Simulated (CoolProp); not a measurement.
A single-stage vapour-compression cycle with n-butane: evaporating at 305.15 K (dew point), condensing at 344.15 K (bubble point), superheat 5 K, subcooling 2 K, compressor efficiency 0.85, no pressure losses. Each further row changes one setting.

Model: reference Helmholtz-energy equation of state, Bücker 2006, in CoolProp.

```csv
case,cooling COP,pressure ratio,discharge temperature (K),refrigerating effect (kJ/kg),volumetric capacity (kJ/m³)
as stated,5.50,2.75,345.8,267,1970
evaporating temperature 310.15 K,6.57,2.38,(withheld),274,2330
condensing temperature 339.15 K,6.52,2.45,341.4,280,2070
subcooling 7 K,5.78,2.75,345.8,280,2070
superheat 15 K,5.62,2.75,355.4,(withheld),(withheld)
compressor efficiency 0.75,4.85,2.75,348.8,267,1970
```

Question: Fill in the missing entries.

Answer: 
- evaporating temperature 310.15 K, discharge temperature (K): 346.0
- superheat 15 K, refrigerating effect (kJ/kg): 286
- superheat 15 K, volumetric capacity (kJ/m³): 2020
